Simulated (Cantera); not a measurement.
Low-pressure radical oxidation in H2/O2

An isothermal, constant-pressure homogeneous reactor starts with H2 : O2 = 0.016 : 1 (molar parts), at 1050 K and 0.0227 atm.

Computed with Cantera and the H2/O2 subset of GRI-Mech 3.0, which has no nitrogen chemistry. Radical loss at walls, strong at low pressure, is not modelled.

```tsv
t (s)	x H2	x O2	x O	x OH	x H2O	x H2O2	x HO2
4.00e-5	0.0157	0.984	1.11e-11	1.05e-11	<1e-12	<1e-12	3.83e-11
0.000132	0.0157	0.984	8.50e-11	7.14e-11	2.33e-11	<1e-12	1.27e-10
0.000435	0.0157	0.984	6.64e-10	4.37e-10	4.64e-10	<1e-12	4.26e-10
0.00143	0.0157	0.984	1.82e-8	1.03e-8	2.13e-8	<1e-12	1.72e-9
0.00473	0.0154	0.984	0.000221	0.000123	0.000278	2.98e-9	2.83e-6
0.0156	0.000100	0.977	0.00667	0.000579	0.0151	5.83e-8	3.78e-6
0.0514	2.45e-5	0.982	0.00192	0.000290	0.0156	4.95e-8	2.12e-6
0.169	3.49e-6	0.984	0.000291	0.000112	0.0158	3.69e-8	7.70e-7
0.558	3.81e-7	0.984	3.45e-5	3.88e-5	0.0159	1.81e-8	1.85e-7
1.84	4.68e-8	0.984	4.59e-6	1.42e-5	0.0159	5.76e-9	3.62e-8
6.07	7.57e-9	0.984	7.96e-7	5.94e-6	0.0159	1.52e-9	7.46e-9
20.0	1.58e-9	0.984	1.74e-7	2.77e-6	0.0159	4.02e-10	1.88e-9
```
x: mole fraction; the columns are a selection and need not sum to one.

Equilibrium at this temperature and pressure: H2 3.84e-11, O2 0.984, O 4.40e-9, OH 4.40e-7, H2O 0.0159, H2O2 1.24e-11, HO2 9.86e-10 (gas phase only).
